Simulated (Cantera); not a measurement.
Input (Python, Cantera) and output of one run.

```python
import numpy as np
import cantera as ct

gas_names = """
    C CN CO CO2 C2 CCN CNC C2N2 C2O C3 C3O2 C4 C4N2 C5 Fe FeC5O5 FeO N NCO NO NO2 NO3 N2 N2O O O2 O3
""".split()
cond_names = """
    C(gr) Fe(a) Fe(c) Fe(d) Fe(L) FeC5O5(L) FeO(s) FeO(L) Fe2O3(s) Fe3O4(s)
""".split()


# ... load() reads the species with a 1 bar reference pressure and builds the phases ...
atoms = {
    'Fe3O4': {'Fe': 3, 'O': 4},
    'CO': {'C': 1, 'O': 1},
    'N2': {'N': 2},
}
top_T = {'C(gr)': 4500, 'Fe2O3(s)': 1830, 'Fe3O4(s)': 1870}  # K; cautious upper limits of use, not melting points


# ... equilibrate(T, P, feed) seeds the gas with the atoms and calls Mixture.equilibrate('TP', solver="vcs", rtol=1e-11, max_steps=5000) ...
results = []
feed = {'Fe3O4': 1, 'CO': 1.5, 'N2': 1.8}  # mol
T = 2348  # K
P = 12  # Pa
mix = equilibrate(T, P, feed)
results.append((T, P, feed, dict(zip(mix.species_names, mix.species_moles))))
x = sorted(zip(gas.X, gas.species_names), reverse=True)
print(f"T = {T:g} K  P = {P:g} Pa  gas = {mix.phase_moles(0):.4g} mol")
print("   x: " + "  ".join(f"{s} {v:.3e}" for v, s in x if v > 1e-06))
print("   condensed (mol): " + ("  ".join(f"{mix.phase(i).name} {mix.phase_moles(i):.4g}"
      for i in range(1, mix.n_phases) if mix.phase_moles(i) > 1e-12) or "none"))
```

Output:

```
T = 2348 K  P = 12 Pa  gas = 8.939 mol
   x: Fe 3.190e-01  N2 1.983e-01  O 1.903e-01  CO 1.371e-01  O2 1.019e-01  CO2 3.069e-02  FeO 1.662e-02  NO 6.047e-03  N 2.656e-06
   condensed (mol): none
```

Cantera equilibrium calculation (NASA polynomials, part measured and part estimated; ideal gas, pure solids and liquids).
